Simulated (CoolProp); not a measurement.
R13 along the isotherm -32.05 °C: fugacity coefficient from the reference equation and from simpler models built on Tc = 29.9 °C, pc = 39.73 bar, ω = 0.175; each cubic takes its own stable root.

Model: reference Helmholtz-energy equation of state, Platzer 1990, in CoolProp. This equation is an older, rougher fit; its heat capacities, sound speeds and derivatives of the liquid may be far off and weren't checked against measurements.

| p (bar) | phase | reference | van der Waals | Redlich-Kwong | Soave-Redlich-Kwong | Peng-Robinson |
|---|---|---|---|---|---|---|
| 2.21 | gas | 0.9599 | 0.9717 | 0.9641 | 0.9623 | 0.9598 |
| 4.41 | gas | 0.9200 | 0.9436 | 0.9285 | 0.9250 | 0.9202 |
| 6.62 | gas | 0.8797 | 0.9153 | 0.8929 | [?] | 0.8808 |
| 8.83 | liquid | 0.7670 | 0.8869 | 0.8573 | 0.7775 | 0.7631 |
| 11 | liquid | 0.6210 | 0.8588 | 0.7293 | 0.6298 | 0.6175 |
| 13.2 | liquid | 0.5220 | 0.8301 | 0.6135 | [?] | 0.5188 |
| 15.5 | liquid | 0.4486 | 0.7772 | 0.5277 | 0.4554 | 0.4455 |
| 17.7 | liquid | 0.3963 | 0.6898 | 0.4665 | 0.4025 | 0.3933 |
| 19.9 | liquid | 0.3556 | 0.6217 | 0.4188 | [?] | 0.3526 |

Q: Fill in the missing entries.

A: 
- 6.62, Soave-Redlich-Kwong: 0.8876
- 13.2, Soave-Redlich-Kwong: 0.5297
- 19.9, Soave-Redlich-Kwong: 0.3612

At some of these states van der Waals, Redlich-Kwong gives the other phase, because its saturation line lies elsewhere.
